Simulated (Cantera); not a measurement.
Feed: 1 mol Si, 2.2 mol CO₂, 840 mol N₂, at 10.0 mbar.

Method: chemical equilibrium by Gibbs-energy minimisation in Cantera with the NASA 1993 tables (ideal gas, pure condensed phases). Candidate condensed phases: C, Si, SiC, SiO₂, Si₂N₂O, Si₃N₄; 34 gas species. The tables hold silica as quartz up to 1696 K and as liquid above; real silica turns to tridymite and cristobalite and melts near 1996 K. Kinetics and transport are ignored.

**Question.** At 1400 K, list the 3 most abundant gas species with their mole fractions, and the condensed phases.

**Answer.** N₂ 0.997, CO 0.00237, CO₂ 0.000238. Condensed: SiO₂(β-quartz).
